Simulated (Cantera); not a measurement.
## CuO + C + CO (carbothermic reduction)

A closed system holds: 1 mol CuO, 0.98 mol C, 0.025 mol CO, at 2002 °C.

These are equilibrium values from Cantera (NASA tables, ideal gas, pure condensed phases), not measurements of a reactor. Candidate condensed phases: C, Cu, CuO, Cu2O; 15 gas species. Rates play no part.

From 0.0750 Torr to 45.0 Torr nothing is condensed. From 165 Torr to 7500 Torr the condensed part is Cu(l). The main Cu-bearing gas is Cu throughout.

| P (Pa) | x CO | x Cu | x CO2 | x O | x Cu2 | n Cu(l) |
|---|---|---|---|---|---|---|
| 10 | 0.494 | 0.496 | 0.00521 | 0.00449 | 5.67e-6 | 0 |
| 36 | 0.492 | 0.498 | 0.00791 | 0.00190 | 2.05e-5 | 0 |
| 130 | 0.492 | 0.498 | 0.00929 | 0.000618 | 7.43e-5 | 0 |
| 460 | 0.492 | 0.498 | 0.00977 | 0.000184 | 0.000263 | 0 |
| 1700 | 0.492 | 0.497 | 0.00992 | 5.05e-5 | 0.000968 | 0 |
| 6000 | 0.493 | 0.494 | 0.00998 | 1.44e-5 | 0.00337 | 0 |
| 22000 | 0.799 | 0.183 | 0.0162 | 3.92e-6 | 0.00170 | 0.770 |
| 77000 | 0.928 | 0.0523 | 0.0188 | 1.12e-6 | 0.000486 | 0.943 |
| 280000 | 0.966 | 0.0144 | 0.0196 | 3.08e-7 | 0.000134 | 0.985 |
| 1000000 | 0.976 | 0.00403 | 0.0198 | 8.64e-8 | 3.74e-5 | 0.996 |
x: gas mole fraction; n: condensed amount in mol.
